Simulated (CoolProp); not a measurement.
Values from CoolProp's reference Helmholtz-energy equation of state, Zhou 2011.

Question: For dimethyl carbonate, give the phase and the density (kg/m³), cp (kJ/(kg K)), isothermal compressibility (1/MPa), expansivity (1/kK) at 246.35 °C and 0.566 MPa; 253.95 °C and 0.776 MPa.

Answer: 
- 246.35 °C and 0.566 MPa: gas; density 12.4, cp 1.75, isothermal compressibility 1.87, expansivity 2.28
- 253.95 °C and 0.776 MPa: gas; density 17.1, cp 1.78, isothermal compressibility 1.39, expansivity 2.38
